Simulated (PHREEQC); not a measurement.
A PHREEQC input (ion-association model, wateq4f.dat):

```
SOLUTION 1
  temp 25
  units mg/L
  pH 7.85
  pe 2.2
  Na 34.2
  K 63.8
  Ca 136
  Mg 12.9
  Cl 127
  S(6) 88.9 as S
  Alkalinity 316 as HCO3
  Br 0.316
END
USE solution 1
EQUILIBRIUM_PHASES 1
  Gypsum 0 0
  CO2(g) -3.4 10
END
```

The run finishes without an error or a warning.

Its last state differs from that of the intended input:

```json
[
 {"quantity": "ionic strength (mol/kgw)", "as run": "0.0163", "intended": "0.0138"},
 {"quantity": "SO4-2 (mol/kgw)", "as run": "0.00224", "intended": "0.000724"},
 {"quantity": "CaSO4 (mol/kgw)", "as run": "0.000431", "intended": "0.000162"},
 {"quantity": "MgSO4 (mol/kgw)", "as run": "8.10e-5", "intended": "3.10e-5"},
 {"quantity": "KSO4- (mol/kgw)", "as run": "1.53e-5", "intended": "5.17e-6"},
 {"quantity": "SI of Magnesite (MgCO3)", "as run": "+0.45", "intended": "+0.50"},
 {"quantity": "SI of Gypsum (CaSO4:2H2O)", "as run": "-1.08", "intended": "-1.51"}
]
```

One thing in the input isn't as intended. What explains the difference?

Several could match; the one computed here: The fault: sulfate typed 'as S' though the number is for SO4. The line should read `as SO4` where the input has `as S`.
